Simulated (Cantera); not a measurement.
A jet of CH₄ : O₂ : N₂ = 0.057 : 0.063 : 0.79 (molar parts), equivalence ratio 1.8 at 300 K and 45000 Pa hits a platinum plate 8 cm away at a mass flux of 0.033 kg/m²/s; the plate temperature is set and raised in steps from an oxygen-covered start.

Computed with Cantera and Deutschmann's 1995 Pt surface mechanism with GRI-Mech 3.0 gas chemistry. Catalytic surfaces can have several steady states; this one follows from the mechanism file's or the stated starting coverage.

x: mole fraction at the wall; θ: surface coverage.

| plate T (K) | wall x CH₄ | wall x O₂ | wall x H₂O | wall x OH | wall x CO | wall x CO₂ | θ free Pt | θ H* | θ CO* | θ C* |
|---|---|---|---|---|---|---|---|---|---|---|
| 900 | 0.0203 | 0.00507 | 0.0723 | <1e-8 | 0.0443 | 3.70e-5 | 0.147 | ? | 0.145 | 0.707 |
| 950 | 0.0157 | 0.00390 | 0.0698 | <1e-8 | 0.0490 | 3.77e-5 | 0.174 | ? | 0.0906 | 0.733 |
| 1000 | 0.00635 | 0.00161 | 0.0647 | <1e-8 | 0.0584 | 0.000175 | 0.283 | ? | 0.126 | 0.587 |
| 1050 | 0.00123 | 0.000374 | 0.0605 | <1e-8 | 0.0617 | 0.00216 | 0.606 | 0.00526 | 0.290 | 0.0987 |
| 1100 | 0.000761 | 0.000248 | 0.0567 | <1e-8 | 0.0577 | 0.00710 | 0.755 | 0.00509 | 0.214 | 0.0251 |
| 1150 | 0.000575 | 0.000195 | 0.0512 | <1e-8 | 0.0509 | 0.0148 | 0.856 | 0.00480 | 0.131 | 0.00852 |
| 1200 | 0.000477 | 0.000162 | 0.0452 | <1e-8 | 0.0433 | 0.0233 | 0.919 | 0.00446 | 0.0726 | 0.00344 |

### Question
Fill in the missing entries.

### Answer

- 900, θ H*: 0.00163
- 950, θ H*: 0.00242
- 1000, θ H*: 0.00380
